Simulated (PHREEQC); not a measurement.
Make-up at 76 °C: 0.0022 mol MnSO4 per kg of water. Closed to the air; pH follows from the charge balance.

Model: ion-association model, phreeqc.dat, run in PHREEQC.

| quantity | before | after |
|---|---|---|
| pH | 6.03 | 7.03 |
| ionic strength (mol/kgw) | 0.00665 | 0.00678 |
| SO4-2 (mol/kgw) | 0.00166 | 0.00167 |
| Mn+2 (mol/kgw) | 0.00166 | 0.00164 |
| MnOH+ (mol/kgw) | 1.20e-6 | 1.19e-5 |

### Question
Name the change that produced these shifts.
(A) MnSO4 from 0.0022 to 0.011 mol/kgw
(B) diluted 100-fold with water
(C) 0.00028 mol/kgw NaBF4 added
(D) MnSO4 from 0.0022 to 0.022 mol/kgw
(E) 0.00017 mol/kgw NaHCO3 added

### Answer
E, 0.00017 mol/kgw NaHCO3 added

No solid was allowed to form. Some of these states are supersaturated (in Rhodochrosite, for instance). Constants without temperature data keep their 25 °C values here.
